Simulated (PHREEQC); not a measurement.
Consider water at 25 °C with 0.31 mmol/kgw H4SiO4, 48 mmol/kgw LiCl and 0.0047 mmol/kgw CaSO4. Closed to the air; pH follows from the charge balance.

Equilibrium calculation in PHREEQC: ion-association model, phreeqc.dat.

No solid was allowed to form.

Problem. What pH, specific conductance does the model give?

Solution. pH 6.62; specific conductance 4810 µS/cm.

Problem. In which forms is S present?

Solution. SO4-2 91 %, LiSO4- 9.0 % of the S.

The solution is supersaturated, for example in Quartz (slow to form), so a real one may precipitate; this is no full list.
